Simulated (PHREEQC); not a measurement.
A solution holds 0.66 mol/kgw CuCl2, 0.23 mol/kgw HCl and 0.016 mol/kgw KCl, at 25 °C. Closed to the air; pH follows from the charge balance.

All values are PHREEQC results (ion-association model, phreeqc.dat), not measurements.

This is a speciation only: nothing precipitates in the calculation.

Q: Predict the pH, activity of water, density.

A: pH 0.78; activity of water 0.963; density 1.077 g/cm³.

Q: In which forms is Cl present?

A: Cl- 80 %, CuCl+ 15 %, CuCl2 4.8 % of the Cl.

The ionic strength is past about 0.7 mol/kgw, beyond the range of this activity model, so the values are rough.
